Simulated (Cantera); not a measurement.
**Thermodynamics of oxide etching and cleaning by halides, feed CaO + HCl + N2**

Input: 1 mol CaO, 28 mol HCl, 24 mol N2, equilibrated at 927 °C and 2.80 Pa.

These are equilibrium values from Cantera (NASA tables, ideal gas, pure condensed phases), not measurements of a reactor. Candidate condensed phases: Ca, CaCl2, CaO, Ca(OH)2, H2O, NH4Cl; 36 gas species. Equilibrium is a limit: real reactors are often held back by kinetics, nucleation or transport.

The x(HCl) comes out as 0.499 and the x(N2) comes out as 0.461. The x(CaCl2) comes out as 0.0192, the x(H2O) is 0.0192 and the x(Cl) is 0.000804. The x(H2) is 0.000403, the gas amount comes out as 52.02 mol and the log10 activity of CaCl2(l) (absent) is -1.11. The log10 activity of Ca(l) (absent) is -17.26.
